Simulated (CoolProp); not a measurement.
Vapour pressure (bar) of tetradecamethylhexasiloxane (MD4M): the reference equation beside estimates from Tc = 380.0 °C, pc = 8.286 bar, ω = 0.800. Clausius-Clapeyron is anchored at 71.95 °C with a constant enthalpy of vaporisation of 72.73 kJ/mol.

Computed with CoolProp (reference Helmholtz-energy equation of state, Thol 2019).

```tsv
T (°C)	reference	Lee-Kesler	Clausius-Clapeyron	Soave-Redlich-Kwong
56.35	0.0001419	0.0002125	0.0001448	0.0002000
64.15	0.0002662	0.0003772	0.0002676	0.0003575
71.95	0.0004808	0.0006485	0.0004808	0.0006187
79.65	0.0008326	0.001075	0.0008361	0.001032
87.45	0.001406	0.001746	0.001429	0.001685
95.25	0.002302	0.002763	0.002389	0.002680
102.95	0.003644	0.004245	0.003885	0.004138
110.75	0.005655	0.006414	0.006232	0.006279
118.55	0.008565	0.009491	0.009810	0.009328
126.25	0.01262	0.01371	0.01509	0.01352
134.05	0.01830	0.01953	0.02295	0.01933
```

Absolute difference from the reference over all 11 rows, mean and median: Lee-Kesler 23.2 and 20.0 %, Clausius-Clapeyron 7.7 and 3.8 %, Soave-Redlich-Kwong 19.1 and 16.4 %.
